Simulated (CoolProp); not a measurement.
CF4 (R14) along the isobar 6.49 MPa: fugacity coefficient from the reference equation and from simpler models built on Tc = -45.8 °C, pc = 3.762 MPa, ω = 0.178; each cubic takes its own stable root.

Model: reference Helmholtz-energy equation of state, Platzer 1990, in CoolProp. This equation is an older, rougher fit; its heat capacities, sound speeds and derivatives of the liquid may be far off and weren't checked against measurements.

```
T (°C)          phase  reference
------  -------------  ---------
-99.95         liquid    0.09125
-80.45         liquid     0.1872
-61.05         liquid     0.3187
-41.65  supercritical     0.4709
-22.25  supercritical     0.6092
-2.75   supercritical     0.7019
16.65   supercritical     0.7667
36.05   supercritical     0.8161
55.55   supercritical     0.8554
74.95   supercritical     0.8870
94.35   supercritical     0.9128
```

Problem. How far does each simpler model (van der Waals, Soave-Redlich-Kwong, Peng-Robinson) lie from the reference over these 11 states: mean and median of the absolute difference, and the worst?

Solution. 
- van der Waals: mean 22.1 %, median 5.1 %, worst +123.3 % at -99.95 °C and 6.49 MPa
- Soave-Redlich-Kwong: mean 1.8 %, median 1.7 %, worst +2.7 % at -61.05 °C and 6.49 MPa
- Peng-Robinson: mean 2.5 %, median 2.4 %, worst -3.5 % at -22.25 °C and 6.49 MPa
